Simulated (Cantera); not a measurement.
# Thermodynamics of chlorosilane synthesis and conversion, feed Si + Cl2 + H2

Charge: 1 mol Si, 0.53 mol Cl2, 2.2 mol H2, at 0.133 bar.

Method: chemical equilibrium by Gibbs-energy minimisation in Cantera with the NASA 1993 tables (ideal gas, pure condensed phases). Candidate condensed phases: Si; 19 gas species. The tables' values for SiCl3 are old estimates; treat these amounts as uncertain. Kinetics and transport are ignored.

From 450 °C to 1100 °C the condensed part is Si(s). The main Si-bearing gas is SiCl4 at 450 °C and SiCl2 at 1100 °C.

```
T (°C)   x H2     x HCl  x SiCl4   x SiCl2  x SiHCl3   x SiCl3  x SiH2Cl2  n Si(s)
------  -----  --------  -------  --------  --------  --------  ---------  -------
450     0.883  0.000680   0.0835   4.10e-7    0.0324   1.17e-5   0.000871    0.715
500     0.882   0.00147   0.0838   2.29e-6    0.0317   3.64e-5   0.000921    0.715
550     0.881   0.00288   0.0838   1.03e-5    0.0310   9.83e-5   0.000963    0.717
600     0.880   0.00521   0.0836   3.91e-5    0.0302  0.000236   0.000997    0.718
650     0.877   0.00881   0.0829  0.000127    0.0294  0.000511    0.00102    0.721
700     0.873    0.0141   0.0816  0.000363    0.0285   0.00102    0.00104    0.724
750     0.868    0.0213   0.0794  0.000929    0.0274   0.00187    0.00105    0.728
800     0.861    0.0309   0.0760   0.00215    0.0260   0.00320    0.00104    0.732
850     0.851    0.0428   0.0712   0.00455    0.0242   0.00511    0.00101    0.736
900     0.839    0.0571   0.0645   0.00885    0.0221   0.00761   0.000967    0.740
950     0.824    0.0732   0.0558    0.0158    0.0194    0.0105   0.000899    0.741
1000    0.808    0.0902   0.0455    0.0260    0.0163    0.0134   0.000807    0.739
1050    0.790     0.107   0.0343    0.0393    0.0129    0.0157   0.000696    0.734
1100    0.774     0.121   0.0237    0.0545   0.00958    0.0167   0.000573    0.725
```
x: gas mole fraction; n: condensed amount in mol.
